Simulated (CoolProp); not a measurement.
Properties of n-perfluorohexane along the isobar 20.1 bar.

Model: reference Helmholtz-energy equation of state, Gao 2022, in CoolProp.

```tsv
T (°C)	phase	cp (kJ/(kg K))	speed of sound (m/s)	isothermal compressibility (1/MPa)	expansivity (1/kK)
87.85	liquid	1.140	358.2	0.006387	2.336
100.55	liquid	1.162	321.7	0.008193	?
113.25	liquid	1.186	284.3	0.01092	2.961
125.95	liquid	1.215	246.0	0.01531	3.479
138.75	liquid	1.251	206.1	0.02321	?
151.45	liquid	1.305	164.8	?	5.724
164.15	liquid	1.410	120.4	?	9.060
176.85	supercritical	1.929	66.70	0.4528	28.19
```

Complete the blanks.


- 100.55, expansivity (1/kK): 2.600
- 138.75, expansivity (1/kK): 4.291
- 151.45, isothermal compressibility (1/MPa): 0.03963
- 164.15, isothermal compressibility (1/MPa): 0.08635
